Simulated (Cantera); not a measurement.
A Cantera script and what it prints.

```python
import numpy as np
import cantera as ct

gas_names = """
    CL CL2 H HCL H2 N NH NH2 NH3 N2 N2H2 N2H4 Si SiCL SiCL2 SiCL3 SiCL4 SiH SiHCL3 SiH2 SiH2CL2 SiH3
    SiH3CL SiH4 SiN Si2 Si2N Si3
""".split()
cond_names = """
    NH4CL(a) NH4CL(b) Si(cr) Si(L) Si3N4(a)
""".split()


# ... load() reads the species with a 1 bar reference pressure and builds the phases ...
atoms = {
    'SiH2Cl2': {'Si': 1, 'H': 2, 'CL': 2},
    'N2': {'N': 2},
}
top_T = {'Si3N4(a)': 2400}  # K; cautious upper limits of use, not melting points


# ... equilibrate(T, P, feed) seeds the gas with the atoms and calls Mixture.equilibrate('TP', solver="vcs", rtol=1e-11, max_steps=5000) ...
results = []
feed = {'SiH2Cl2': 1, 'N2': 70}  # mol
P = 13000  # Pa
for T in [923, 1123, 1323, 1523, 1723, 1923, 2123]:
    mix = equilibrate(T, P, feed)
    results.append((T, P, feed, dict(zip(mix.species_names, mix.species_moles))))

top = {s: max(r[3][s] / sum(r[3][g] for g in gas_names) for r in results) for s in gas_names}
cols = sorted((s for s in top if top[s] > 0.0001), key=lambda s: -top[s])[:7]
seen = [c for c in cond_names if any(r[3].get(c, 0) > 1e-12 for r in results)]
print("log10 of partial pressures in bar; condensed amounts in mol")
print(f"{'T/K':>10s}" + "".join(f"{s[:9]:>10s}" for s in cols + seen))
for T, P, feed, n in results:
    ng = sum(n[g] for g in gas_names)
    print(f"{T:10.4g}" + "".join(f"{np.log10(max(n[s] / ng * P / 1e5, 1e-99)):10.3f}" for s in cols)
          + "".join(f"{n.get(c, 0):10.4g}" for c in seen))
```

Result:

```
log10 of partial pressures in bar; condensed amounts in mol
       T/K        N2       HCL        H2     SiCL2     SiCL4        Si         H     Si(L)  Si3N4(a)
       923    -0.898    -2.587    -3.275    -9.420    -3.576   -25.381   -11.249         0    0.2848
      1123    -0.898    -2.560    -3.349    -6.618    -3.654   -18.363    -9.045         0    0.2923
      1323    -0.898    -2.549    -3.388    -4.704    -3.756   -13.483    -7.494         0    0.2928
      1523    -0.898    -2.585    -3.285    -3.525    -4.268    -9.899    -6.279         0    0.2551
      1723    -0.898    -2.747    -3.038    -3.069    -5.537    -7.159    -5.258         0    0.1691
      1923    -0.898    -2.991    -2.892    -2.898    -6.905    -4.999    -4.472         0   0.09338
      2123    -0.899    -3.051    -2.889    -2.893    -7.752    -3.770    -3.890    0.1246         0
```

Equilibrium computed with Cantera from the NASA thermochemical tables; the gas is ideal and each condensed phase is pure. N2 is the only nitrogen source here; it is nearly inert below about 1500 K, so the nitride shown seldom forms there in practice. The tables' values for SiCl3, SiCl, SiN are old estimates; treat these amounts as uncertain.
